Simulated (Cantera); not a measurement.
Gas mixture: 100 % C3H8, at 0.390 bar, frozen composition.

Cantera's kinetic-theory transport with the Lennard-Jones parameters of GRI-Mech 3.0, ideal gas; thermal conductivity in the multicomponent form. The composition is frozen, though it would react at the higher temperatures.

D: mixture-averaged diffusion coefficient of that species in the mixture.

```
T (K)  ρ (kg/m³)  cp (J/kg/K)  μ (µPa s)  λ (mW/m/K)     Pr  D (cm²/s) CO2  D (cm²/s) NH3  D (cm²/s) NO
-----  ---------  -----------  ---------  ----------  -----  -------------  -------------  ------------
400        0.517         2134       10.9        30.6  0.758          0.366          0.517         0.493
550        0.376         2739       14.4        51.9  0.759          0.662          0.959         0.867
700        0.295            …          …           …  0.759              …              …             …
850        0.243         3634       20.3        97.6  0.758           1.44           2.15          1.84
1000       0.207         3960       23.0         120  0.756           1.91           2.88          2.42
1150       0.180         4195          …           …  0.755              …              …             …
1300       0.159         4401       27.7         162  0.754           3.01           4.57          3.76
```

Complete the blanks.


- 700, cp (J/kg/K): 3237
- 700, μ (µPa s): 17.5
- 700, λ (mW/m/K): 74.8
- 700, D (cm²/s) CO2: 1.02
- 700, D (cm²/s) NH3: 1.51
- 700, D (cm²/s) NO: 1.32
- 1150, μ (µPa s): 25.4
- 1150, λ (mW/m/K): 141
- 1150, D (cm²/s) CO2: 2.44
- 1150, D (cm²/s) NH3: 3.69
- 1150, D (cm²/s) NO: 3.06
